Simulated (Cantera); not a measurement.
Mixture: 6.02 % C2H4, 15.1 % O2, 71.1 % N2, 7.83 % CO2, equivalence ratio 1.2, at 0.316 atm, adiabatic and at constant pressure. Ignition delay is the time to a rise of 400 K.

Cantera simulation using GRI-Mech 3.0 (53 species, 325 reactions); the numbers are that mechanism's predictions, not measurements. GRI-Mech 3.0 was tuned for natural gas; its chemistry of ethylene as a main component is partial and can be far from experiment.

### Question
Predict: delay at 1025 K; delay at 1175 K; delay at 1325 K; delay at 1475 K; delay at 1625 K; apparent activation energy between 1475 and 1625 K.

### Answer
| Item | Value |
|---|---|
| delay at 1025 K | 84.2 ms |
| delay at 1175 K | 0.966 ms |
| delay at 1325 K | 0.251 ms |
| delay at 1475 K | 0.121 ms |
| delay at 1625 K | 71.7 µs |
| apparent activation energy between 1475 and 1625 K | 70 kJ/mol |
